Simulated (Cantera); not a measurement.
Gas mixture: 52.9 % CO2, 47.1 % N2O, at 1100 Pa, frozen composition.

Cantera's kinetic-theory transport with the Lennard-Jones parameters of GRI-Mech 3.0, ideal gas; thermal conductivity in the multicomponent form. The composition is frozen, though it would react at the higher temperatures.

One state of this run: ρ (kg/m³) = 0.00728; cp (J/kg/K) = 1179; μ (µPa s) = 34.5; λ (mW/m/K) = 55.1; Pr = 0.737; D (cm²/s) CH3 = 92.3; D (cm²/s) NH3 = 96.0; D (cm²/s) H = 525. D: mixture-averaged diffusion coefficient of that species in the mixture.

Q: Which value of T (K) does it belong to?
A) 1400
B) 800
C) 2000
D) 1600

A: B, 800
